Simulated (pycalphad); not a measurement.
Computed with pycalphad from the COST 507 light-alloy database (1999), at 1 atm. The data set is of 1999 and partly superseded. Phase fractions are per mole of atoms. Kinetics are ignored, which matters at the lower temperatures.

Give the equilibrium state of Si-75.7V (wt.%) at 800 K.


```
T = 800.00 K, P = 101325 Pa, N = 1 mol of atoms
G = -78193 J/mol, H = -40419 J/mol, S = 47.22 J/(mol K)  (SER reference)
chemical potentials (J/mol): Si -106392, V -61773
phase             fraction      x(Si)       x(V)
SI3V5               0.9440     0.3750     0.6250
SIV3                0.0560     0.2500     0.7500
```

Give the equilibrium state of Si-75.7V (wt.%) at 2250 K.

SI3V5, fraction 0.888, with 75.1 V wt.%; liquid, fraction 0.112, with 79.9 V wt.%.

Database names, with the compositions (at.%) that they take in these runs: SI3V5: V 62 Si 37; SIV3: V 75 Si 25.
